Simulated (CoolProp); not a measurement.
A single-stage vapour-compression cycle with the fluid: evaporating at 259.15 K (dew point), condensing at 290.15 K (bubble point), superheat 5 K, subcooling 5 K, compressor efficiency 0.6, no pressure losses. The same conditions are run with several fluids, on thermodynamics alone (safety and materials aside).

Computed with CoolProp (reference Helmholtz-energy equation of state of each fluid (R407C: Lemmon 2003; R134a: Tillner-Roth 1994; sulfur dioxide: Gao 2016; R404A: Lemmon 2003; R1224YDZ: Akasaka 2023; n-perfluoropentane: Gao 2022)). Blends and air are pseudo-pure fits.

**Question.** Rank R407C, R134a, sulfur dioxide, R404A, R1224YDZ, n-perfluoropentane by cooling COP, highest first.

**Answer.** R1224YDZ (4.64), R134a (4.55), sulfur dioxide (4.49), n-perfluoropentane (4.41), R404A (4.30), R407C (3.66)

```tsv
fluid	pressure ratio	discharge temperature (K)	refrigerating effect (kJ/kg)	volumetric capacity (kJ/m³)
R407C	3.48	333.8	189	2200
R134a	3.05	316.7	178	1500
sulfur dioxide	3.52	390.2	361	910
R404A	2.70	312.1	146	2710
R1224YDZ	3.84	312.0	158	311
n-perfluoropentane	4.24	290.2	80.2	158
```

The compression ends wet for: n-perfluoropentane.
